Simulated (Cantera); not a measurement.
**Thermodynamics of hydrogen reduction and annealing atmospheres, feed SiO₂ + H₂**

Charge: 1 mol SiO₂, a varied amount of H₂, equilibrated at 1723 K and 0.0160 bar.

Cantera equilibrium calculation (NASA polynomials, part measured and part estimated; ideal gas, pure solids and liquids). Candidate condensed phases: H₂O, Si, SiO₂; 18 gas species. The tables hold silica as quartz up to 1696 K and as liquid above; real silica turns to tridymite and cristobalite and melts near 1996 K. Equilibrium is a limit: real reactors are often held back by kinetics, nucleation or transport.

From 14 mol H₂ to 130 mol H₂ the condensed part is SiO₂(condensed). From 220 mol H₂ to 2000 mol H₂ nothing is condensed. The main Si-bearing gas is SiO throughout.

```csv
n(H₂) (mol),log p H₂,log p SiO,log p H₂O,log p H,log p OH,log p SiO₂,log p Si,n SiO₂(condensed)
14,-1.80,-4.07,-4.07,-4.64,-8.17,-9.02,-10.60,0.925
24,-1.80,-4.07,-4.07,-4.64,-8.17,-9.02,-10.60,0.872
42,-1.80,-4.07,-4.07,-4.64,-8.17,-9.02,-10.60,0.776
73,-1.80,-4.07,-4.07,-4.64,-8.17,-9.02,-10.60,0.611
130,-1.80,-4.07,-4.07,-4.64,-8.17,-9.02,-10.60,0.307
220,-1.80,-4.14,-4.14,-4.64,-8.24,-9.15,-10.60,0
390,-1.80,-4.39,-4.39,-4.64,-8.49,-9.65,-10.60,0
670,-1.80,-4.62,-4.62,-4.64,-8.72,-10.12,-10.60,0
1200,-1.80,-4.88,-4.88,-4.64,-8.98,-10.63,-10.60,0
2000,-1.80,-5.10,-5.10,-4.64,-9.20,-11.07,-10.60,0
```
log p: log10 of the partial pressure in bar; n: condensed amount in mol.
